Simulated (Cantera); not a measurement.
A Cantera script and what it prints.

```python
import numpy as np
import cantera as ct

gas_names = """
    H HNO HNO2 HNO3 HO2 H2 H2O H2O2 H2S H2SO4 N NH NH2 NH3 NH2OH NO NO2 NO3 N2 N2H2 N2H4 N2O O OH O2 O3
    S SH SN SO SO2 SO3 S2 S2O S8
""".split()
cond_names = """
    H2O(s) H2O(L) H2SO4(L) S(cr1) S(cr2) S(L)
""".split()


# ... load() reads the species with a 1 bar reference pressure and builds the phases ...
atoms = {
    'SO2': {'S': 1, 'O': 2},
    'H2': {'H': 2},
    'N2': {'N': 2},
}
top_T = {}  # K; cautious upper limits of use, not melting points


# ... equilibrate(T, P, feed) seeds the gas with the atoms and calls Mixture.equilibrate('TP', solver="vcs", rtol=1e-11, max_steps=5000) ...
results = []
feed = {'SO2': 1, 'H2': 0.27, 'N2': 1.8}  # mol
P = 11000  # Pa
for T in [2548, 2648, 2748, 2848, 2948, 3048, 3148, 3248, 3348, 3448, 3548]:
    mix = equilibrate(T, P, feed)
    results.append((T, P, feed, dict(zip(mix.species_names, mix.species_moles))))
    x = sorted(zip(gas.X, gas.species_names), reverse=True)
    print(f"T = {T:g} K  P = {P:g} Pa  gas = {mix.phase_moles(0):.4g} mol")
    print("   x: " + "  ".join(f"{s} {v:.3e}" for v, s in x if v > 0.0001))
    print("   condensed (mol): " + ("  ".join(f"{mix.phase(i).name} {mix.phase_moles(i):.4g}"
          for i in range(1, mix.n_phases) if mix.phase_moles(i) > 1e-12) or "none"))
```

Result:

```
T = 2548 K  P = 11000 Pa  gas = 3.135 mol
   x: N2 5.724e-01  SO2 2.408e-01  SO 7.019e-02  H2O 5.787e-02  H2 1.722e-02  H 1.224e-02  OH 8.994e-03  O2 5.729e-03  S 5.045e-03  O 4.171e-03  NO 3.516e-03  S2 9.812e-04  SH 7.610e-04
   condensed (mol): none
T = 2648 K  P = 11000 Pa  gas = 3.188 mol
   x: N2 5.618e-01  SO2 2.228e-01  SO 8.112e-02  H2O 5.104e-02  H 1.848e-02  H2 1.737e-02  OH 1.320e-02  O2 1.076e-02  O 9.026e-03  S 6.983e-03  NO 5.616e-03  S2 8.628e-04  SH 8.165e-04
   condensed (mol): none
T = 2748 K  P = 11000 Pa  gas = 3.265 mol
   x: N2 5.473e-01  SO2 1.990e-01  SO 9.427e-02  H2O 4.252e-02  H 2.697e-02  OH 1.772e-02  O 1.744e-02  H2 1.735e-02  O2 1.721e-02  S 1.016e-02  NO 8.150e-03  SH 9.336e-04  S2 8.872e-04
   condensed (mol): none
T = 2848 K  P = 11000 Pa  gas = 3.368 mol
   x: N2 5.290e-01  SO2 1.704e-01  SO 1.082e-01  H 3.771e-02  H2O 3.307e-02  O 3.065e-02  O2 2.418e-02  OH 2.182e-02  H2 1.676e-02  S 1.510e-02  NO 1.092e-02  SH 1.090e-03  S2 9.994e-04
   condensed (mol): none
T = 2948 K  P = 11000 Pa  gas = 3.499 mol
   x: N2 5.075e-01  SO2 1.388e-01  SO 1.208e-01  H 5.015e-02  O 4.976e-02  O2 3.054e-02  OH 2.471e-02  H2O 2.373e-02  S 2.235e-02  H2 1.535e-02  NO 1.370e-02  SH 1.252e-03  S2 1.170e-03
   condensed (mol): none
T = 3048 K  P = 11000 Pa  gas = 3.659 mol
   x: N2 4.838e-01  SO 1.297e-01  SO2 1.068e-01  O 7.531e-02  H 6.308e-02  O2 3.519e-02  S 3.245e-02  OH 2.573e-02  NO 1.622e-02  H2O 1.555e-02  H2 1.313e-02  SH 1.383e-03  S2 1.373e-03
   condensed (mol): none
T = 3148 K  P = 11000 Pa  gas = 3.842 mol
   x: N2 4.594e-01  SO 1.327e-01  O 1.069e-01  SO2 7.706e-02  H 7.501e-02  S 4.574e-02  O2 3.729e-02  OH 2.468e-02  NO 1.823e-02  H2 1.043e-02  H2O 9.272e-03  S2 1.575e-03  SH 1.445e-03
   condensed (mol): none
T = 3248 K  P = 11000 Pa  gas = 4.041 mol
   x: N2 4.355e-01  O 1.432e-01  SO 1.285e-01  H 8.467e-02  S 6.211e-02  SO2 5.177e-02  O2 3.653e-02  OH 2.193e-02  NO 1.954e-02  H2 7.733e-03  H2O 5.058e-03  S2 1.734e-03  SH 1.421e-03  N 1.215e-04
   condensed (mol): none
T = 3348 K  P = 11000 Pa  gas = 4.248 mol
   x: N2 4.135e-01  O 1.816e-01  SO 1.172e-01  H 9.156e-02  S 8.081e-02  O2 3.327e-02  SO2 3.226e-02  NO 2.009e-02  OH 1.824e-02  H2 5.431e-03  H2O 2.565e-03  S2 1.807e-03  SH 1.317e-03  N 2.020e-04  SN 1.037e-04
   condensed (mol): none
T = 3448 K  P = 11000 Pa  gas = 4.451 mol
   x: N2 3.942e-01  O 2.191e-01  SO 1.006e-01  S 1.005e-01  H 9.592e-02  O2 2.836e-02  NO 1.990e-02  SO2 1.866e-02  OH 1.439e-02  H2 3.686e-03  S2 1.770e-03  H2O 1.236e-03  SH 1.157e-03  N 3.264e-04  SN 1.232e-04
   condensed (mol): none
T = 3548 K  P = 11000 Pa  gas = 4.639 mol
   x: N2 3.781e-01  O 2.531e-01  S 1.195e-01  H 9.841e-02  SO 8.157e-02  O2 2.283e-02  NO 1.911e-02  OH 1.092e-02  SO2 1.008e-02  H2 2.465e-03  S2 1.625e-03  SH 9.725e-04  H2O 5.789e-04  N 5.144e-04  SN 1.406e-04
   condensed (mol): none
```

Equilibrium computed with Cantera from the NASA thermochemical tables; the gas is ideal and each condensed phase is pure.
